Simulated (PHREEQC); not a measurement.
1 kg of water holding 9.6 mmol/kgw KHCO3, 130 mmol/kgw KCl, 93 mmol/kgw K2SO4 and 29 mmol/kgw K2CO3 is evaporated at 25 °C; the solids stay in contact with the brine. CO2 is held at log p = -3.4 (atm). The run lets Arcanite, Kalicinite, Misenite, Sylvite precipitate or redissolve, and no other solid.

All values are PHREEQC results (Pitzer model, pitzer.dat), not measurements.

```json
[
 {"water left (kg)": "0.9998", "ionic strength": "0.494", "water activity": "0.990", "Sylvite (mol)": "0", "Arcanite (mol)": "0", "Kalicinite (mol)": "0"},
 {"water left (kg)": "0.5551", "ionic strength": "0.896", "water activity": "0.983", "Sylvite (mol)": "0", "Arcanite (mol)": "0", "Kalicinite (mol)": "0"},
 {"water left (kg)": "0.2533", "ionic strength": "1.98", "water activity": "0.965", "Sylvite (mol)": "0", "Arcanite (mol)": "0", "Kalicinite (mol)": "0"},
 {"water left (kg)": "0.1406", "ionic strength": "2.47", "water activity": "0.950", "Sylvite (mol)": "0", "Arcanite (mol)": "0.0522", "Kalicinite (mol)": "0"},
 {"water left (kg)": "0.06419", "ionic strength": "3.96", "water activity": "0.906", "Sylvite (mol)": "0", "Arcanite (mol)": "0.0840", "Kalicinite (mol)": "0"},
 {"water left (kg)": "0.03567", "ionic strength": "?", "water activity": "0.830", "Sylvite (mol)": "0", "Arcanite (mol)": "0.0910", "Kalicinite (mol)": "0"},
 {"water left (kg)": "0.01982", "ionic strength": "8.28", "water activity": "0.801", "Sylvite (mol)": "0.0665", "Arcanite (mol)": "0.0923", "Kalicinite (mol)": "0"},
 {"water left (kg)": "0.009059", "ionic strength": "12.7", "water activity": "?", "Sylvite (mol)": "?", "Arcanite (mol)": "?", "Kalicinite (mol)": "0"},
 {"water left (kg)": "0.004863", "ionic strength": "15.1", "water activity": "0.667", "Sylvite (mol)": "0.124", "Arcanite (mol)": "0.0930", "Kalicinite (mol)": "0.0212"}
]
```

Some entries are withheld; supply them.


- 0.03567, ionic strength: 6.56
- 0.009059, water activity: 0.719
- 0.009059, Sylvite (mol): 0.114
- 0.009059, Arcanite (mol): 0.0929
